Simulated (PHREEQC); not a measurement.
## Alkaline etch or developer: an equilibrium model

Dissolve 0.019 mol NaOH, 4.9e-06 mol CO2 and 4.9e-05 mol Na2CO3 per kg of water at 25 °C. Closed to the air; pH follows from the charge balance.

All values are PHREEQC results (Pitzer model, pitzer.dat), not measurements.

Each row changes one thing in this solution. No solid was allowed to form.

```
case                                        pH  HCO3- (mol/kgw)
---------------------------------------  -----  ---------------
as made                                  12.21          4.18e-7
temperature from 25 to 10 °C             12.75                ?
Na2CO3 from 4.9e-05 to 4.41e-05 mol/kgw  12.21          3.80e-7
temperature from 25 to 20 °C             12.38          3.15e-7
temperature from 25 to 55 °C             11.35          1.98e-6
temperature from 25 to 85 °C             10.71          7.28e-6
temperature from 25 to 5 °C              12.95                ?
Na2CO3 from 4.9e-05 to 5.39e-05 mol/kgw  12.21          4.56e-7
temperature from 25 to 65 °C                 ?          3.15e-6
```

Problem. Complete the blanks.

Solution. 
- temperature from 25 to 10 °C, HCO3- (mol/kgw): 1.75e-7
- temperature from 25 to 5 °C, HCO3- (mol/kgw): 1.29e-7
- temperature from 25 to 65 °C, pH: 11.12

Species that the database lacks are ignored. Away from 25 °C the constants follow the database's enthalpies or fits; those with neither stay at their 25 °C values.
